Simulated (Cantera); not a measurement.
## Equilibrium for metals in furnace atmospheres: Cu + O2 + H2

Charge: 1 mol Cu, 2.1 mol O2, 63 mol H2, at 1.30 bar.

These are equilibrium values from Cantera (NASA tables, ideal gas, pure condensed phases), not measurements of a reactor. Candidate condensed phases: Cu, CuO, Cu(OH)2, Cu2O, H2O; 12 gas species. Rates play no part.

From 1200 K to 1300 K the condensed part is Cu(s). From 1400 K to 2000 K the condensed part is Cu(l).

```json
[
 {"T (K)": "1200", "x H2": "0.933", "x H2O": "0.0667", "x Cu": "9.45e-9", "x H": "1.67e-7", "x Cu2": "<1e-12", "x OH": "9.54e-11", "n Cu(s)": "1.000", "n Cu(l)": "0"},
 {"T (K)": "1300", "x H2": "0.933", "x H2O": "0.0667", "x Cu": "1.21e-7", "x H": "9.37e-7", "x Cu2": "9.96e-12", "x OH": "8.74e-10", "n Cu(s)": "1.000", "n Cu(l)": "0"},
 {"T (K)": "1400", "x H2": "0.933", "x H2O": "0.0667", "x Cu": "1.04e-6", "x H": "4.12e-6", "x Cu2": "2.03e-10", "x OH": "5.85e-9", "n Cu(s)": "0", "n Cu(l)": "1.000"},
 {"T (K)": "1500", "x H2": "0.933", "x H2O": "0.0667", "x Cu": "6.33e-6", "x H": "1.49e-5", "x Cu2": "2.48e-9", "x OH": "3.04e-8", "n Cu(s)": "0", "n Cu(l)": "1.000"},
 {"T (K)": "1600", "x H2": "0.933", "x H2O": "0.0667", "x Cu": "3.06e-5", "x H": "4.61e-5", "x Cu2": "2.19e-8", "x OH": "1.29e-7", "n Cu(s)": "0", "n Cu(l)": "0.998"},
 {"T (K)": "1700", "x H2": "0.933", "x H2O": "0.0667", "x Cu": "0.000122", "x H": "0.000125", "x Cu2": "1.48e-7", "x OH": "4.61e-7", "n Cu(s)": "0", "n Cu(l)": "0.992"},
 {"T (K)": "1800", "x H2": "0.933", "x H2O": "0.0666", "x Cu": "0.000417", "x H": "0.000303", "x Cu2": "7.99e-7", "x OH": "1.43e-6", "n Cu(s)": "0", "n Cu(l)": "0.974"},
 {"T (K)": "1900", "x H2": "0.932", "x H2O": "0.0666", "x Cu": "0.00124", "x H": "0.000672", "x Cu2": "3.58e-6", "x OH": "3.94e-6", "n Cu(s)": "0", "n Cu(l)": "0.921"},
 {"T (K)": "2000", "x H2": "0.929", "x H2O": "0.0664", "x Cu": "0.00331", "x H": "0.00137", "x Cu2": "1.37e-5", "x OH": "9.81e-6", "n Cu(s)": "0", "n Cu(l)": "0.789"}
]
```
x: gas mole fraction; n: condensed amount in mol.
